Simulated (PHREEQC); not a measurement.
A column of 1 m (40 cells, dispersivity 0.035 m, 300 s a shift, diffusion coefficient 3e-10 m²/s) holds 0.01 eq of the database's cation exchanger X per kg of pore water, first in equilibrium with 0.012 mol/kgw LiCl and 1e-05 mol/kgw HCl. It is flushed with 0.002 mol/kgw SrCl2 and 1e-05 mol/kgw HCl, at 40 °C. Values are for the last cell. The system is closed to CO2. Nothing may precipitate in this run.

The series has 32 steps of pore volumes, from 0 to 6.987.

The numbers come from PHREEQC with the ion-association model, phreeqc.dat.

### Question
After how many pore volumes does Sr at the outlet first reach half of its feed value?

### Answer
By 3.6 pore volumes.

At this temperature some constants are extrapolated from 25 °C, and those without enthalpy data are left unchanged.
